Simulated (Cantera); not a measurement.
Input: 1 mol Cr, a varied amount of O2, 140 mol H2, at 1675 K and 0.0308 Torr.

Equilibrium computed with Cantera from the NASA thermochemical tables; the gas is ideal and each condensed phase is pure. Candidate condensed phases: Cr, Cr2O3, H2O; 13 gas species. Rates play no part.

Problem. Which condensed phases are stable at each of these points (n(O2) (mol)): 0.5, 0.65, 0.86, 1.1, 1.5, 1.9, 2.6, 3.3, 4.4, 5.8, 7.6?

Solution. 
```
n(O2) (mol)  condensed phases  Cr condensed (%)
-----------  ----------------  ----------------
0.5                  gas only               0.0
0.65                 gas only               0.0
0.86                 gas only               0.0
1.1                  gas only               0.0
1.5                  gas only               0.0
1.9                  gas only               0.0
2.6                  gas only               0.0
3.3                  Cr2O3(s)               5.9
4.4                  Cr2O3(s)              35.4
5.8                  Cr2O3(s)              57.3
7.6                  Cr2O3(s)              72.5
```

From 0.5 mol O2 to 2.6 mol O2 nothing is condensed. From 3.3 mol O2 to 7.6 mol O2 the condensed part is Cr2O3(s).
